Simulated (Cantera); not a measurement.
A closed system holds: 1 mol MgCO3, 0.27 mol H2O, equilibrated at 777 °C and 0.0160 bar.

Equilibrium computed with Cantera from the NASA thermochemical tables; the gas is ideal and each condensed phase is pure. Candidate condensed phases: C, C6H6, C7H8, C8H18, H2O, Mg, MgCO3, MgO, Mg(OH)2; 116 gas species. Kinetics and transport are ignored.

Base state: CO2 0.787, H2O 0.213 (mole fractions); condensed: MgO(s).

### Question
What changes in the equilibrium state with this change: temperature from 777 °C to 1250 °C?

### Answer
```csv
species,before,after
CO2,0.787,0.785
H2O,0.213,0.212
CO,1.78e-6,0.00151
O2,1.16e-6,0.000805
OH,5.79e-8,9.72e-5
H2,5.65e-7,0.000152
"MgO(s), mol",1.00,1.00
```

### Question
What changes in the equilibrium state with this change: temperature from 777 °C to 1750 °C?

### Answer
```json
[
 {"species": "CO2", "before": "0.787", "after": "0.708"},
 {"species": "H2O", "before": "0.213", "after": "0.199"},
 {"species": "CO", "before": "1.78e-6", "after": "0.0544"},
 {"species": "O2", "before": "1.16e-6", "after": "0.0272"},
 {"species": "Mg", "before": "<1e-9", "after": "2.17e-5"},
 {"species": "O", "before": "<1e-9", "after": "0.00104"},
 {"species": "H", "before": "<1e-9", "after": "0.000861"},
 {"species": "OH", "before": "5.79e-8", "after": "0.00545"},
 {"species": "H2", "before": "5.65e-7", "after": "0.00328"},
 {"species": "MgO(s), mol", "before": "1.00", "after": "1.000"}
]
```
